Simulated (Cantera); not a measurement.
Input (Python, Cantera):

```python
import numpy as np
import cantera as ct

gas = ct.Solution("gri30.yaml")
gas.TPX = 2098, 13332, {'CH4': 1, 'CO2': 0.65}
reactor = ct.IdealGasConstPressureReactor(gas, energy="off", clone=False)
net = ct.ReactorNet([reactor])
net.rtol, net.atol = 1e-08, 1e-18
show = ['CH4', 'CO2', 'C2H2', 'OH', 'H', 'C2H6']
times = np.geomspace(8e-06, 20, 13)

steps = ct.SolutionArray(gas, extra=["t"])
rows = []
print(f"{'t/s':>10s}{'T/K':>9s}{'P/Pa':>11s}" + "".join(f"{s:>11s}" for s in show))
for t in times:
    while net.time < t:
        t_next = net.step()
        steps.append(gas.state, t=t_next)
    rows.append([np.interp(t, steps.t, y) for y in (steps.T, steps.P, *steps(*show).X.T)])
    print(f"{t:10.3e}{rows[-1][0]:9.1f}{rows[-1][1]:11.4g}" + "".join(f"{x:11.3e}" for x in rows[-1][2:]))
rate = np.gradient(steps.T, steps.t)
print("integrator steps:", len(steps.t))
if steps.T.max() > steps.T[0] + 200:
    print(f"time of steepest temperature rise: {steps.t[rate.argmax()]:.4e} s")
gas.TPX = 2098, 13332, {'CH4': 1, 'CO2': 0.65}
gas.equilibrate("TP")
print(f"equilibrium (TP): T = {gas.T:.1f} K  " + "  ".join(f"{s} {gas[s].X[0]:.3e}" for s in show))
```

Result:

```
       t/s      T/K       P/Pa        CH4        CO2       C2H2         OH          H       C2H6
 8.000e-06   2098.0  1.333e+04  6.012e-01  3.932e-01  1.653e-07  9.824e-07  4.560e-05  3.093e-06
 2.731e-05   2098.0  1.333e+04  5.873e-01  3.909e-01  3.787e-05  1.949e-06  9.242e-05  7.244e-05
 9.320e-05   2098.0  1.333e+04  4.818e-01  3.699e-01  6.679e-03  1.213e-05  6.006e-04  6.311e-04
 3.181e-04   2098.0  1.333e+04  1.781e-01  2.609e-01  1.081e-01  4.424e-05  2.094e-03  2.668e-04
 1.086e-03   2098.0  1.333e+04  4.540e-02  1.351e-01  1.592e-01  1.013e-04  2.826e-03  2.441e-05
 3.706e-03   2098.0  1.333e+04  1.027e-02  2.928e-02  1.513e-01  1.862e-04  3.869e-03  2.310e-06
 1.265e-02   2098.0  1.333e+04  6.731e-03  1.314e-02  1.064e-01  1.052e-04  4.535e-03  9.763e-07
 4.317e-02   2098.0  1.333e+04  3.130e-03  3.579e-03  6.656e-02  2.957e-05  5.403e-03  2.184e-07
 1.474e-01   2098.0  1.333e+04  6.328e-04  1.316e-04  5.305e-02  1.188e-06  6.176e-03  9.928e-09
 5.030e-01   2098.0  1.333e+04  1.098e-04  4.487e-08  5.277e-02  4.186e-10  6.285e-03  3.888e-10
 1.717e+00   2098.0  1.333e+04  1.084e-04  4.051e-08  5.277e-02  3.785e-10  6.285e-03  3.813e-10
 5.860e+00   2098.0  1.333e+04  1.084e-04  4.051e-08  5.277e-02  3.785e-10  6.285e-03  3.813e-10
 2.000e+01   2098.0  1.333e+04  1.084e-04  4.051e-08  5.277e-02  3.785e-10  6.285e-03  3.813e-10
integrator steps: 1671
equilibrium (TP): T = 2098.0 K  CH4 1.085e-04  CO2 4.059e-08  C2H2 5.277e-02  OH 3.793e-10  H 6.285e-03  C2H6 3.820e-10
```

Cantera simulation using GRI-Mech 3.0 (53 species, 325 reactions); the numbers are that mechanism's predictions, not measurements.
